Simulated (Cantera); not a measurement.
Feed: 1 mol AlCl3, 0.21 mol NH3, 46 mol H2, held at 75.0 Torr.

Cantera equilibrium calculation (NASA polynomials, part measured and part estimated; ideal gas, pure solids and liquids). Candidate condensed phases: Al, AlCl3, AlN, NH4Cl; 20 gas species. The tables' values for AlCl2 are old estimates; treat these amounts as uncertain. Equilibrium is a limit: real reactors are often held back by kinetics, nucleation or transport. All values below are at 1425 K.

Base state: H2 0.963, HCl 0.0197, AlCl3 0.0124, AlCl 0.00270, AlCl2 0.00179, N2 0.000129, H 2.12e-5 (mole fractions); condensed: AlN(s).

### Question
What changes in the equilibrium state with this change: pressure from 75.0 Torr to 248 Torr?

### Answer
```json
[
 {"species": "H2", "before": "0.963", "after": "0.966"},
 {"species": "HCl", "before": "0.0197", "after": "0.0169"},
 {"species": "AlCl3", "before": "0.0124", "after": "0.0141"},
 {"species": "N2", "before": "0.000129", "after": "3.92e-5"},
 {"species": "AlCl", "before": "0.00270", "after": "0.00127"},
 {"species": "H", "before": "2.12e-5", "after": "1.17e-5"},
 {"species": "AlN(s), mol", "before": "0.198", "after": "0.206"}
]
```

### Question
What changes in the equilibrium state with this change: pressure from 75.0 Torr to 0.0750 Torr?

### Answer
| species | before | after |
|---|---|---|
| H2 | 0.963 | 0.937 |
| HCl | 0.0197 | 0.0397 |
| AlCl | 0.00270 | 0.0195 |
| AlCl3 | 0.0124 | 0.000374 |
| Cl | 3.54e-7 | 2.29e-5 |
| H | 2.12e-5 | 0.000660 |
| N2 | 0.000129 | 0.00217 |
| AlCl2 | 0.00179 | 0.000834 |
| AlN(s), mol | 0.198 | 0 |
